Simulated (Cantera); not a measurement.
A closed system holds: 1 mol B2H6, 15 mol H2, held at 2298.15 K and 0.0450 bar.

Method: chemical equilibrium by Gibbs-energy minimisation in Cantera with the NASA 1993 tables (ideal gas, pure condensed phases). Candidate condensed phases: B; 7 gas species. The feed counts by its element totals alone. The tables' values for BH2 are old estimates; treat these amounts as uncertain. Gases not in the tables: B2H6 and higher boranes. Rates play no part.

Base state: H2 0.954, H 0.0441, BH2 0.00197, B 0.000220, BH 4.02e-5, BH3 1.38e-5 (mole fractions); condensed: B(s).

Problem. What changes in the equilibrium state with this change: temperature from 2298.15 K to 1475 K?

Solution. 
| species | before | after |
|---|---|---|
| H2 | 0.954 | 1.000 |
| H | 0.0441 | 6.11e-5 |
| BH2 | 0.00197 | 7.60e-6 |
| B | 0.000220 | <1e-9 |
| BH | 4.02e-5 | <1e-9 |
| BH3 | 1.38e-5 | 1.15e-6 |
| B(s), mol | 1.96 | 2.00 |
